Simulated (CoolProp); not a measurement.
Saturation properties of R1132(E).

Values from CoolProp's reference Helmholtz-energy equation of state, Akasaka 2024.

```
T (K)  p (MPa)  liquid density (kg/m³)  vapour density (kg/m³)  liquid cp (kJ/(kg K))
-----  -------  ----------------------  ----------------------  ---------------------
275.8   0.8856                   994.0                   29.14                  1.759
277.9   0.9436              (withheld)                   31.06             (withheld)
280      1.004                   980.6                   33.09                  1.781
282.2    1.071                   973.3                   35.33                  1.793
284.3    1.138                   966.3                   37.59                  1.806
286.4    1.207                   959.2                   39.97                  1.820
288.6    1.284                   951.6                   42.61             (withheld)
290.7    1.360              (withheld)                   45.27                  1.852
292.8    1.439                   936.5                   48.07                  1.869
295      1.526                   928.4                   51.18                  1.889
297.1    1.613                   920.5                   54.31                  1.909
299.2    1.703                   912.4                   57.62             (withheld)
301.4    1.801                   903.7                   61.29                  1.956
```

Problem. Fill in the missing entries.

Solution. 
- 277.9, liquid density (kg/m³): 987.3
- 277.9, liquid cp (kJ/(kg K)): 1.769
- 288.6, liquid cp (kJ/(kg K)): 1.836
- 290.7, liquid density (kg/m³): 944.1
- 299.2, liquid cp (kJ/(kg K)): 1.931
